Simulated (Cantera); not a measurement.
A freely propagating, adiabatic, planar premixed flame of H₂ : O₂ : N₂ = 1 : 0.185 : 0.696 (molar parts), equivalence ratio 2.7, unburnt at 325 K and 3.90 bar; mixture-averaged transport, grid criteria slope 0.08 and curve 0.16, no radiation.

Detailed kinetics in Cantera: the H2/O2 subset of GRI-Mech 3.0, which has no nitrogen chemistry. The hydrogen kinetics of GRI-Mech 3.0 are dated; newer H2 mechanisms differ, most at raised pressure. Burning velocities carry a grid error of a few per cent, more on coarse grids.

Q: What does this change do: inlet temperature 325 to 400 K?

A: 
```tsv
quantity	before	after
laminar burning velocity	255 cm/s	373 cm/s
thermal thickness	0.0714 mm	0.0741 mm
peak x(H)	0.0308	0.0363
peak x(HO₂)	0.000845	0.000806
peak x(OH)	0.000981	0.00121
peak x(O)	0.000731	0.000904
```

Q: What does this change do: inlet temperature 325 to 675 K?

A: 
```
quantity                     before      after
------------------------  ---------  ---------
laminar burning velocity   255 cm/s  1050 cm/s
thermal thickness         0.0714 mm  0.0886 mm
peak x(H)                    0.0308     0.0581
peak x(HO₂)                0.000845   0.000551
peak x(OH)                 0.000981    0.00227
peak x(O)                  0.000731    0.00168
```
